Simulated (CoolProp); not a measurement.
Properties of benzene at several states.

The numbers come from the reference Helmholtz-energy equation of state, Thol 2012 in CoolProp.

```tsv
T (K)	p (MPa)	phase	density (kg/m³)	speed of sound (m/s)
449.8	3.05	liquid	699.5	679.4
528.5	0.856	gas	16.49	227.4
521.6	0.0314	gas	0.5671	242.1
```
